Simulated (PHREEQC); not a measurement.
Consider water at 62 °C with 0.0075 mol/kgw Fe(NO3)3, 0.073 mol/kgw H2SeO4 and 0.2 mol/kgw CsOH. Closed to the air; pH follows from the charge balance.

Model: ion-association model, wateq4f.dat, run in PHREEQC.

```csv
quantity,before,after
pH,11.19,12.13
ionic strength (mol/kgw),0.273,0.473
```

Problem. Name the change that produced these shifts.
(A) Fe(NO3)3 from 0.0075 to 0.015 mol/kgw
(B) H2SeO4 replaced by Na2SeO4 at the same molality
(C) temperature from 62 to 20 °C
(D) CsOH from 0.2 to 0.4 mol/kgw
(E) diluted 2-fold with water

Solution. D, CsOH from 0.2 to 0.4 mol/kgw

No solid was allowed to form. Some of these states are supersaturated (in Hematite (slow to form), Goethite (slow to form), for instance). Away from 25 °C the constants follow the database's enthalpies or fits; those with neither stay at their 25 °C values.
